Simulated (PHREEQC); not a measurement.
A PHREEQC speciation (ion-association model, phreeqc.dat) at 65 °C gives pH 2.72 and these molalities:

```tsv
species	mol/kgw
Cu+2	0.0420
SO4-2	0.0365
CuSO4	0.0354
Cl-	0.00789
HSO4-	0.00710
H+	0.00240
CuCl+	0.00160
CuCl2	4.86e-6
```

Problem. What are the element totals, and what could have been dissolved in 1 kg of water to give them?

Solution. This is not unique; one that fits is totals Cl 0.00950, Cu(2) 0.0790, S(6) 0.0790 mol/kgw, from 79 mmol/kgw CuSO4 and 9.5 mmol/kgw HCl.

This is a speciation only: nothing precipitates in the calculation. At this temperature some constants are extrapolated from 25 °C, and those without enthalpy data are left unchanged.
